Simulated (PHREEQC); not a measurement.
Make-up at 25 °C: 12 mmol/kgw H2SO4 and 190 mmol/kgw H3BO3. Closed to the air; pH follows from the charge balance.

All values are PHREEQC results (Pitzer model, pitzer.dat), not measurements.

```yaml
pH: 1.79
ionic_strength: 0.0246 mol/kgw
specific_conductance: 6850 µS/cm
osmotic_coefficient: 0.989
total_alkalinity: -24.0 meq/kg
```

```tsv
species	molality	activity	log γ
B(OH)3	0.190	0.190	0.000
H+	0.0183	0.0162	-0.055
SO4-2	0.00632	0.00308	-0.312
HSO4-	0.00568	0.00475	-0.078
B3O3(OH)4-	1.68e-8	1.27e-8	-0.121
B(OH)4-	8.29e-9	6.76e-9	-0.089
```

No solid was allowed to form. Complexes and solids missing from the database can't appear.
